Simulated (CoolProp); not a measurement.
Vapour-liquid equilibrium of ethylene (1) + isobutane (2) at -16.45 °C; x and y are mole fractions of (1).

Values from CoolProp's multi-fluid Helmholtz-energy mixture model, Smukala 2000 and Bücker 2006; pair parameters Bell 2016.

| x | bubble pressure (MPa) | y at the bubble point | dew pressure at overall composition x (MPa) | liquid density (mol/L) |
|---|---|---|---|---|
| 0.05 | 0.1774 | 0.534 | 0.08836 | 10.52 |
| 0.125 | 0.3246 | 0.754 | 0.09585 | 10.86 |
| 0.2 | 0.4806 | 0.840 | 0.1047 | 11.21 |
| 0.275 | 0.6457 | 0.886 | 0.1154 | 11.57 |
| 0.35 | 0.8200 | 0.915 | 0.1284 | 11.94 |
| 0.425 | 1.003 | 0.935 | 0.1447 | 12.32 |
| 0.5 | 1.196 | 0.949 | 0.1656 | 12.71 |
| 0.575 | 1.397 | 0.960 | 0.1937 | 13.11 |
| 0.65 | 1.606 | 0.969 | 0.2331 | 13.49 |
| 0.725 | 1.825 | 0.976 | 0.2925 | 13.86 |
| 0.8 | 2.055 | 0.983 | 0.3924 | 14.18 |
| 0.875 | 2.298 | 0.989 | 0.5949 | 14.43 |
| 0.95 | 2.565 | 0.995 | 1.210 | 14.51 |

No azeotrope shows between x = 0.05 and 0.95.

Pair parameters are fitted to limited data, so mixtures are less certain than the pure fluids.
